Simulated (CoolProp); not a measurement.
Computed with CoolProp (reference Helmholtz-energy equation of state, Gao 2022).

Problem. For n-perfluoropentane, give the phase and the Z, cv (kJ/(kg K)), speed of sound (m/s), Joule-Thomson coefficient (K/MPa) at 402.3 K and 1000 kPa.

Solution. 
- 402.3 K and 1000 kPa: gas; Z 0.759, cv 0.948, speed of sound 83.2, Joule-Thomson coefficient 13.9
